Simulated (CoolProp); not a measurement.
A closed Brayton cycle with carbon dioxide: compressor inlet 310.15 K and 8.9 MPa, high pressure 23.4 MPa, turbine inlet 880 K, compressor efficiency 0.89, turbine efficiency 0.9, recuperator effectiveness 0 (on enthalpy, no pinch check). Each further row changes one setting.

Values from CoolProp's reference Helmholtz-energy equation of state, Span 1996.

```tsv
case	thermal efficiency (%)	net work (kJ/kg)	compressor to turbine work	compressor exit (K)	turbine exit (K)
as stated	14.7	112	0.18	342.6	759.5
turbine inlet 830 K	14.8	104	0.19	342.6	713.7
compressor inlet 320.15 K	14.6	96.6	0.29	389.0	759.5
high pressure 19.9 MPa	12.5	96.3	0.16	336.7	779.1
recuperator effectiveness 0.5	21.9	112	0.18	342.6	759.5
```
